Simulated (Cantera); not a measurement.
## FeS2 + SO3 + CO2 (roasting and sulfation)

Input: 1 mol FeS2, 0.059 mol SO3, 0.17 mol CO2, at 1300 K.

These are equilibrium values from Cantera (NASA tables, ideal gas, pure condensed phases), not measurements of a reactor. Candidate condensed phases: C, Fe, Fe(CO)5, FeO, FeS, FeSO4, FeS2, Fe2O3, Fe2(SO4)3, Fe3O4, S; 25 gas species. FeS: taken at fixed stoichiometry. Kinetics and transport are ignored.

From 0.0100 bar to 20.0 bar the condensed part is FeS(s).

| P (Pa) | x S2 | x CO2 | x SO2 | x CO | x S2O | x COS | x SO | x CS2 | n FeS(s) |
|---|---|---|---|---|---|---|---|---|---|
| 1000 | 0.629 | 0.178 | 0.139 | 0.0468 | 0.00436 | 0.00133 | 0.00202 | 2.36e-6 | 1.00 |
| 3000 | 0.632 | 0.187 | 0.134 | 0.0380 | 0.00566 | 0.00187 | 0.00151 | 4.45e-6 | 1.00 |
| 8800 | 0.633 | 0.194 | 0.131 | 0.0306 | 0.00733 | 0.00258 | 0.00114 | 8.17e-6 | 1.00 |
| 26000 | 0.634 | 0.200 | 0.127 | 0.0243 | 0.00949 | 0.00354 | 0.000858 | 1.49e-5 | 1.00 |
| 77000 | 0.634 | 0.204 | 0.124 | 0.0192 | 0.0123 | 0.00480 | 0.000646 | 2.68e-5 | 1.00 |
| 230000 | 0.633 | 0.207 | 0.122 | 0.0150 | 0.0160 | 0.00646 | 0.000486 | 4.79e-5 | 1.00 |
| 680000 | 0.630 | 0.209 | 0.119 | 0.0116 | 0.0207 | 0.00861 | 0.000366 | 8.43e-5 | 1.00 |
| 2000000 | 0.626 | 0.210 | 0.117 | 0.00898 | 0.0266 | 0.0114 | 0.000276 | 0.000146 | 1.00 |
x: gas mole fraction; n: condensed amount in mol.
